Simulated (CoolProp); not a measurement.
A single-stage vapour-compression cycle with ethane: evaporating at 204.15 K (dew point), condensing at 257.15 K (bubble point), superheat 0 K, subcooling 0 K, compressor efficiency 0.7, no pressure losses. Each further row changes one setting.

Model: reference Helmholtz-energy equation of state, Bücker 2006, in CoolProp.

```
case                              cooling COP  pressure ratio  discharge temperature (K)  refrigerating effect (kJ/kg)  volumetric capacity (kJ/m³)
--------------------------------  -----------  --------------  -------------------------  ----------------------------  ---------------------------
as stated                                2.00            6.08                      313.9                           314                         1560
evaporating temperature 209.15 K         2.32            4.92                      306.7                           319                         1930
condensing temperature 252.15 K          2.29            5.30                      305.0                           330                         1630
subcooling 5 K                           2.10            6.08                      313.9                           330                         1630
superheat 10 K                           1.98            6.08                      326.1                           330                         1540
compressor efficiency 0.6                1.71            6.08                      326.8                           314                         1560
```
